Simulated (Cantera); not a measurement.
A Cantera script and what it prints.

```python
import numpy as np
import cantera as ct

gas_names = """
    Ca CaCL CaCL2 CaO CaOH CaO2H2 Ca2 CL CLO CL2 H HCL HOCL HO2 H2 H2O H2O2 O OH O2 O3
""".split()
cond_names = """
    Ca(a) Ca(b) Ca(L) CaCL2(s) CaCL2(L) CaO(s) CaO(L) CaO2H2(s) H2O(s) H2O(L)
""".split()


# ... load() reads the species with a 1 bar reference pressure and builds the phases ...
atoms = {
    'CaO': {'Ca': 1, 'O': 1},
    'HCl': {'H': 1, 'CL': 1},
    'H2': {'H': 2},
}
top_T = {}  # K; cautious upper limits of use, not melting points


# ... equilibrate(T, P, feed) seeds the gas with the atoms and calls Mixture.equilibrate('TP', solver="vcs", rtol=1e-11, max_steps=5000) ...
results = []
feed = {'CaO': 1, 'HCl': 5.1, 'H2': 28}  # mol
T = 1725  # K
P = 64  # Pa
mix = equilibrate(T, P, feed)
results.append((T, P, feed, dict(zip(mix.species_names, mix.species_moles))))
print(gas.report(threshold=1e-06))
for i in range(1, mix.n_phases):
    print(f"{mix.phase(i).name:16s} {mix.phase_moles(i):12.5e} mol")
```

Result:

```
       temperature   1725 K
          pressure   64 Pa
           density   4.0086e-05 kg/m^3
  mean mol. weight   8.9833 kg/kmol
   phase of matter   gas

                          1 kg             1 kmol
                     ---------------   ---------------
          enthalpy        1.9034e+06        1.7099e+07  J
   internal energy        3.0684e+05        2.7565e+06  J
           entropy             29340        2.6357e+05  J/K
    Gibbs function       -4.8708e+07       -4.3756e+08  J
 heat capacity c_p            3856.3             34642  J/K
 heat capacity c_v            2930.8             26328  J/K

                      mass frac. Y      mole frac. X     chem. pot. / RT
                     ---------------   ---------------   ---------------
                Ca        2.4287e-05        5.4438e-06           -28.028
              CaCL         0.0011167        0.00013283           -56.754
             CaCL2           0.37012           0.02996            -85.48
                CL         0.0022738        0.00057619           -28.726
                 H        0.00075482          0.006727           -13.274
               HCL           0.37692          0.092875               -42
                H2           0.18843           0.83963           -26.548
               H2O          0.060332          0.030085            -54.56
                OH        2.5141e-05         1.328e-05           -41.285
     [  +12 minor]        3.8809e-06        6.5636e-07

Ca(L)             0.00000e+00 mol
CaCL2(L)          0.00000e+00 mol
CaO(s)            0.00000e+00 mol
```

Cantera equilibrium calculation (NASA polynomials, part measured and part estimated; ideal gas, pure solids and liquids).
